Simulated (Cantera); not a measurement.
Input (Python, Cantera) and output of one run.

```python
import numpy as np
import cantera as ct

gas_names = """
    N NO NO2 NO3 N2 N2O O O2 O3 Si SiN SiO SiO2 Si2 Si2N Si3
""".split()
cond_names = """
    Si(cr) Si(L) SiO2(Lqz) SiO2(hqz) SiO2(L) Si2N2O(s) Si3N4(a)
""".split()


def load(file, names, dense=False):
    # The tables refer to 1 bar. Condensed volumes are neglected.
    table = {s.name: s for s in ct.Species.list_from_file(file)}
    out = []
    for n in names:
        d = dict(table[n].input_data)
        d["thermo"] = dict(d["thermo"], **{"reference-pressure": 1e5})
        if dense:
            d["equation-of-state"] = {"model": "constant-volume", "density": "1e6 g/cm^3"}
        out.append(ct.Species.from_dict(d))
    return out


gas = ct.Solution(thermo="ideal-gas", species=load("nasa_gas.yaml", gas_names))
cond = {s.name: ct.Solution(thermo="fixed-stoichiometry", species=[s], name=s.name)
        for s in load("nasa_condensed.yaml", cond_names, dense=True)}
atoms = {
    'Si3N4': {'Si': 3, 'N': 4},
    'O2': {'O': 2},
}
top_T = {'Si2N2O(s)': 2100, 'Si3N4(a)': 2400}  # K; cautious upper limits of use, not melting points


def equilibrate(T, P, feed):
    n = {}
    for name, mol in feed.items():
        for a, k in atoms[name].items():
            n[a] = n.get(a, 0.0) + k * mol
    gas.TPX = T, P, n
    mass = sum(n.values()) * gas.mean_molecular_weight
    gas.equilibrate("TP")
    valid = [c for c in cond.values() if c.min_temp <= T <= top_T.get(c.name, c.max_temp)]
    mix = ct.Mixture([(gas, mass / gas.mean_molecular_weight)] + [(c, 0.0) for c in valid])
    mix.T, mix.P = T, P
    mix.equilibrate("TP", solver="vcs", rtol=1e-11, max_steps=5000)
    return mix


results = []
feed = {'Si3N4': 1, 'O2': 2.6}  # mol
P = 8800  # Pa
for T in [1723, 1748, 1773, 1798, 1823, 1848, 1873, 1898, 1923, 1948, 1973, 1998]:
    mix = equilibrate(T, P, feed)
    results.append((T, P, feed, dict(zip(mix.species_names, mix.species_moles))))
    x = sorted(zip(gas.X, gas.species_names), reverse=True)
    print(f"T = {T:g} K  P = {P:g} Pa  gas = {mix.phase_moles(0):.4g} mol")
    print("   x: " + "  ".join(f"{s} {v:.3e}" for v, s in x if v > 0.001))
    print("   condensed (mol): " + ("  ".join(f"{mix.phase(i).name} {mix.phase_moles(i):.4g}"
          for i in range(1, mix.n_phases) if mix.phase_moles(i) > 1e-12) or "none"))
```

It prints:

```
T = 1723 K  P = 8800 Pa  gas = 1.757 mol
   x: N2 9.899e-01  SiO 1.012e-02
   condensed (mol): SiO2(L) 2.461  Si2N2O(s) 0.2607
T = 1748 K  P = 8800 Pa  gas = 1.773 mol
   x: N2 9.834e-01  SiO 1.662e-02
   condensed (mol): SiO2(L) 2.457  Si2N2O(s) 0.2568
T = 1773 K  P = 8800 Pa  gas = 1.798 mol
   x: N2 9.731e-01  SiO 2.692e-02
   condensed (mol): SiO2(L) 2.451  Si2N2O(s) 0.2505
T = 1798 K  P = 8800 Pa  gas = 1.839 mol
   x: N2 9.569e-01  SiO 4.309e-02
   condensed (mol): SiO2(L) 2.44  Si2N2O(s) 0.2403
T = 1823 K  P = 8800 Pa  gas = 1.907 mol
   x: N2 9.317e-01  SiO 6.830e-02
   condensed (mol): SiO2(L) 2.423  Si2N2O(s) 0.2232
T = 1848 K  P = 8800 Pa  gas = 2.023 mol
   x: N2 8.925e-01  SiO 1.075e-01
   condensed (mol): SiO2(L) 2.394  Si2N2O(s) 0.1942
T = 1873 K  P = 8800 Pa  gas = 2.236 mol
   x: N2 8.314e-01  SiO 1.686e-01
   condensed (mol): SiO2(L) 2.341  Si2N2O(s) 0.141
T = 1898 K  P = 8800 Pa  gas = 2.687 mol
   x: N2 7.338e-01  SiO 2.661e-01
   condensed (mol): SiO2(L) 2.228  Si2N2O(s) 0.02829
T = 1923 K  P = 8800 Pa  gas = 2.8 mol
   x: N2 7.143e-01  SiO 2.857e-01
   condensed (mol): SiO2(L) 2.2
T = 1948 K  P = 8800 Pa  gas = 2.8 mol
   x: N2 7.143e-01  SiO 2.857e-01
   condensed (mol): SiO2(L) 2.2
T = 1973 K  P = 8800 Pa  gas = 2.8 mol
   x: N2 7.143e-01  SiO 2.857e-01
   condensed (mol): SiO2(L) 2.2
T = 1998 K  P = 8800 Pa  gas = 2.8 mol
   x: N2 7.143e-01  SiO 2.857e-01
   condensed (mol): SiO2(L) 2.2
```

These are equilibrium values from Cantera (NASA tables, ideal gas, pure condensed phases), not measurements of a reactor. Mutual solubility and eutectic melting of coexisting phases are not modelled. The tables hold silica as quartz up to 1696 K and as liquid above; real silica turns to tridymite and cristobalite and melts near 1996 K.
